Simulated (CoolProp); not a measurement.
A single-stage vapour-compression cycle with cyclopentane: evaporating at 280.15 K (dew point), condensing at 315.15 K (bubble point), superheat 5 K, subcooling 0 K, compressor efficiency 0.8, no pressure losses. Each further row changes one setting.

Model: reference Helmholtz-energy equation of state, Gedanitz 2015, in CoolProp.

```tsv
case	cooling COP	pressure ratio	discharge temperature (K)	refrigerating effect (kJ/kg)	volumetric capacity (kJ/m³)
as stated	5.82	4.02	336.3	361	213
evaporating temperature 285.15 K	7.01	3.21	333.2	367	266
condensing temperature 310.15 K	6.89	3.37	329.9	371	219
subcooling 5 K	5.97	4.02	336.3	371	219
superheat 15 K	5.81	4.02	345.9	373	212
compressor efficiency 0.7	5.09	4.02	342.5	361	213
```
